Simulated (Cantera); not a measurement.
Charge: 1 mol borazine, 11 mol H2, 0.7 mol N2, equilibrated at 1100 K and 1100 Pa.

Cantera equilibrium calculation (NASA polynomials, part measured and part estimated; ideal gas, pure solids and liquids). Candidate condensed phases: B, BN; 15 gas species. The feed counts by its element totals alone. Kinetics and transport are ignored.

Base state: H2 0.952, N2 0.0476 (mole fractions); condensed: BN(s).

Task: What changes in the equilibrium state with this change: temperature from 1100 K to 1950 K?

Result: 
| species | before | after |
|---|---|---|
| H2 | 0.952 | 0.942 |
| N2 | 0.0476 | 0.0474 |
| H | 2.41e-7 | 0.0106 |
| BH2 | <1e-9 | 0.000106 |
| BN(s), mol | 3.00 | 3.00 |
The tables' values for BH2 are old estimates; treat these amounts as uncertain.
